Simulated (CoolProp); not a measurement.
A Linde-Hampson liquefier for ethane: isothermal reversible compression at 320 K from 1 atm to 20 MPa, throttling to 1 atm, return gas leaving the recuperator 10 K below the feed. Each further row changes one setting.

Values from CoolProp's reference Helmholtz-energy equation of state, Bücker 2006.

```csv
case,liquid yield per pass,compression work (kJ/kg of gas)
as stated,…,366
high pressure 40 MPa,…,…
warm-end temperature 350 K,…,…
warm-end gap 15 K,…,366
```

Problem. Complete the blanks.

Solution. 
- as stated, liquid yield per pass: 0.451
- high pressure 40 MPa, liquid yield per pass: 0.446
- high pressure 40 MPa, compression work (kJ/kg of gas): 414
- warm-end temperature 350 K, liquid yield per pass: 0.364
- warm-end temperature 350 K, compression work (kJ/kg of gas): 429
- warm-end gap 15 K, liquid yield per pass: 0.444
